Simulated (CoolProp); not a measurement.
Vapour-liquid equilibrium of ethane (1) + n-butane (2) at 0.139 MPa; x and y are mole fractions of (1).

Computed with CoolProp (multi-fluid Helmholtz-energy mixture model, Bücker 2006 and Bücker 2006; pair parameters Kunz 2012).

```tsv
x	bubble temperature, mixture model (°C)	bubble temperature, Raoult's law (°C)	y, mixture model	y, Raoult's law
0.05	-11.1	-14.1	[?]	0.600
0.125	[?]	-33.8	[?]	0.853
0.2	-44.0	-45.5	[?]	0.929
0.275	-52.8	-53.5	0.955	0.960
0.35	-59.1	-59.4	0.973	0.976
0.425	-64.0	-64.0	0.983	0.984
0.5	-67.9	-67.8	[?]	0.990
0.575	[?]	-70.9	0.992	0.993
0.65	-73.7	-73.6	0.995	0.995
0.725	-76.0	-75.9	0.996	0.997
0.8	-78.0	-78.0	0.998	0.998
0.875	-79.8	-79.8	0.999	0.999
0.95	-81.5	-81.5	1.000	1.000
```

Q: What belongs in the gaps?

A: 
- 0.05, y, mixture model: 0.532
- 0.125, bubble temperature, mixture model (°C): -31.2
- 0.125, y, mixture model: 0.824
- 0.2, y, mixture model: 0.918
- 0.5, y, mixture model: 0.989
- 0.575, bubble temperature, mixture model (°C): -71.1

The largest gap from Raoult's law is +3.0 K in bubble temperature, at x = 0.05. No azeotrope shows between x = 0.05 and 0.95.

Pair parameters are fitted to limited data, so mixtures are less certain than the pure fluids. The gap from Raoult's law changes sign with composition, which may be real or a fault of the pair parameters; it wasn't checked against measurements.
